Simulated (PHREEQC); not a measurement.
A column of 0.5 m (30 cells, dispersivity 0.04 m, 60 s a shift, diffusion coefficient 3e-10 m²/s) holds 0.015 eq of the database's cation exchanger X per kg of pore water, first in equilibrium with 0.00046 mol ZnCl2, 6.9e-05 mol PbCl2, 0.0074 mol SrCl2 and 1e-05 mol HCl per kg of water. It is flushed with 0.0076 mol/kgw ZnCl2, 0.00097 mol/kgw MgCl2 and 1e-05 mol/kgw HCl, at 25 °C. Values are for the last cell. No CO2 enters from the air. Nothing may precipitate in this run.

Equilibrium calculation in PHREEQC: ion-association model, phreeqc.dat.

```tsv
pore volumes	Mg in solution (mol/kgw)	Sr in solution (mol/kgw)	Pb in solution (mol/kgw)	Zn in solution (mol/kgw)
0	0	0.00740	6.90e-5	0.000460
0.4167	6.75e-7	0.00741	6.91e-5	0.000461
0.6833	3.55e-5	0.00740	6.93e-5	…
1.083	0.000256	0.00652	6.15e-5	0.00151
1.483	…	0.00483	4.57e-5	…
1.883	0.000711	0.00325	3.08e-5	…
2.15	…	0.00243	2.30e-5	0.00532
2.55	…	0.00152	1.45e-5	0.00616
2.95	…	0.000934	8.89e-6	0.00671
3.35	0.000940	0.000562	5.35e-6	0.00706
3.617	0.000950	0.000397	3.78e-6	0.00722
4.017	0.000959	0.000233	2.23e-6	0.00738
```

Q: What belongs in the gaps?

A: 
- 0.6833, Zn in solution (mol/kgw): 0.000559
- 1.483, Mg in solution (mol/kgw): 0.000522
- 1.483, Zn in solution (mol/kgw): 0.00310
- 1.883, Zn in solution (mol/kgw): 0.00456
- 2.15, Mg in solution (mol/kgw): 0.000793
- 2.55, Mg in solution (mol/kgw): 0.000871
- 2.95, Mg in solution (mol/kgw): 0.000915

Complexes and solids missing from the database can't appear.
